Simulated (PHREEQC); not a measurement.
# Nickel, zinc or cadmium bath: an equilibrium model

Consider water at 25 °C with 0.021 mol ZnSO4, 0.00043 mol KCl and 0.03 mol FeSO4 per kg of water. Closed to the air; pH follows from the charge balance.

All values are PHREEQC results (ion-association model, wateq4f.dat), not measurements.

This is a speciation only: nothing precipitates in the calculation.

Problem. What pH does the model give?

Solution. pH 5.73.

Problem. In which forms is Fe present?

Solution. Fe+2 61 %, FeSO4 39 % of the Fe.
